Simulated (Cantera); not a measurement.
A closed system holds: 1 mol borazine, 8.6 mol H2, at 2075 K and 1.33 mbar.

Equilibrium computed with Cantera from the NASA thermochemical tables; the gas is ideal and each condensed phase is pure. Candidate condensed phases: B, BN; 15 gas species. The feed counts by its element totals alone. The tables' values for BH2 are old estimates; treat these amounts as uncertain. The numbers say what is thermodynamically allowed, not how fast it happens.

Base state: H2 0.822, N2 0.111, H 0.0661, BH2 0.000583, B 0.000333, BH 1.93e-5 (mole fractions); condensed: B(s).

What changes in the equilibrium state with this change: borazine replaced by B?


```csv
species,before,after
H2,0.822,0.929
H,0.0661,0.0703
BH2,0.000583,0.000658
N2,0.111,0
BH,1.93e-5,2.06e-5
B,0.000333,0.000333
"B(s), mol",2.99,0.991
```
